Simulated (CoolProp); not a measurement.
Vapour-liquid equilibrium of n-octane (1) + o-xylene (2) at 5.75 bar; x and y are mole fractions of (1).

Model: multi-fluid Helmholtz-energy mixture model, Beckmüller 2019 and Zhou 2012; pair parameters Bell 2016, in CoolProp.

Problem. Give the bubble temperature and the first vapour's composition at x = 0.2, 0.5, 0.65. Is there an azeotrope?

Solution. x = 0.2: 491.9 K, y = 0.264; x = 0.5: 484.8 K, y = 0.581; x = 0.65: 481.7 K, y = 0.717. No azeotrope shows between x = 0.05 and 0.95.

The pair parameters rest on a limited set of measurements; away from them the model extrapolates.
